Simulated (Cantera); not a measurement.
Thermal oxidation and active oxidation of silicon: Si + CO2 + H2 + N2O

Charge: 1 mol Si, a varied amount of CO2, 250 mol H2, 0.013 mol N2O, equilibrated at 1748.15 K and 0.530 Pa.

Cantera equilibrium calculation (NASA polynomials, part measured and part estimated; ideal gas, pure solids and liquids). Candidate condensed phases: C, C6H6, C7H8, C8H18, H2O, Si, SiC, SiO2, Si2N2O, Si3N4; 151 gas species. Rates play no part.

```
n(CO2) (mol)   x H2     x H     x CO     x H2O    x SiO      x Si     x N2      x OH
------------  -----  ------  -------  --------  -------  --------  -------  --------
0.45          0.900  0.0943  0.00171   1.67e-9  0.00175   0.00203  4.92e-5  1.02e-11
0.61          0.900  0.0943  0.00231   3.20e-9  0.00236   0.00142  4.92e-5  1.96e-11
0.76          0.899  0.0942  0.00288   6.59e-9  0.00293  0.000857  4.92e-5  4.03e-11
0.91          0.899  0.0942  0.00344   2.32e-8  0.00349  0.000290  4.92e-5  1.42e-10
1.1           0.897  0.0941  0.00416  0.000424  0.00378   1.72e-8  4.91e-5   2.59e-6
1.2           0.897  0.0941  0.00453  0.000798  0.00378   9.11e-9  4.91e-5   4.89e-6
1.4           0.895  0.0940  0.00528   0.00155  0.00378   4.69e-9  4.91e-5   9.48e-6
1.5           0.895  0.0940  0.00566   0.00192  0.00377   3.78e-9  4.91e-5   1.18e-5
1.7           0.893  0.0939  0.00641   0.00267  0.00377   2.71e-9  4.90e-5   1.64e-5
1.8           0.892  0.0939  0.00678   0.00304  0.00377   2.38e-9  4.90e-5   1.87e-5
2             0.891  0.0938  0.00753   0.00378  0.00377   1.91e-9  4.90e-5   2.32e-5
2.1           0.890  0.0938  0.00790   0.00415  0.00377   1.73e-9  4.89e-5   2.55e-5
2.3           0.889  0.0937  0.00864   0.00489  0.00376   1.47e-9  4.89e-5   3.01e-5
```
x: gas mole fraction; nothing condenses.

From 0.45 mol CO2 to 2.3 mol CO2 nothing is condensed. The main Si-bearing gas is Si at 0.45 mol CO2 and SiO at 2.3 mol CO2.
